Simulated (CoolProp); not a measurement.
Vapour-liquid equilibrium of ethane (1) + n-pentane (2) at 0.0681 MPa; x and y are mole fractions of (1).

Computed with CoolProp (multi-fluid Helmholtz-energy mixture model, Bücker 2006 and Thol 2019; pair parameters Kunz 2012).

```csv
x,"bubble temperature, mixture model (°C)","bubble temperature, Raoult's law (°C)","y, mixture model","y, Raoult's law"
0.05,-25.1,-25.0,0.902,0.905
0.2,-66.3,-62.8,0.995,0.994
0.35,-78.4,-75.6,0.999,0.999
0.5,-84.8,-82.9,0.999,0.999
0.65,-88.9,-88.0,1.000,1.000
0.8,-92.1,-91.7,1.000,1.000
0.95,-94.8,-94.8,1.000,1.000
```

The largest gap from Raoult's law is -3.5 K in bubble temperature, at x = 0.2. No azeotrope shows between x = 0.05 and 0.95.

Pair parameters are fitted to limited data, so mixtures are less certain than the pure fluids.
